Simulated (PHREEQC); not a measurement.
A made-up water analysis in mmol/kgw, 70 °C, pH 3.4, pe 10.6:

```tsv
constituent	mmol/kgw
Na	54
K	2.53
Ca	0.0148
Mg	15.3
Cl	25.7
S(6)	40.5
Al	8.54
Cu(2)	1.84
Sr	0.0537
Fe(3)	0.177
```

Cl is adjusted to close the charge balance.
Valence states are taken as typed.

Computed with PHREEQC (ion-association model, phreeqc.dat).

This is a speciation only: nothing precipitates in the calculation.

**Question.** What ionic strength does the model give?

**Answer.** ionic strength 0.108 mol/kgw.

**Question.** In which forms is K present?

**Answer.** K+ 92 %, KSO4- 7.7 % of the K.

The solution is supersaturated, for example in Jarosite-K, Hematite (slow to form), so a real one may precipitate; this is no full list. Away from 25 °C the constants follow the database's enthalpies or fits; those with neither stay at their 25 °C values.
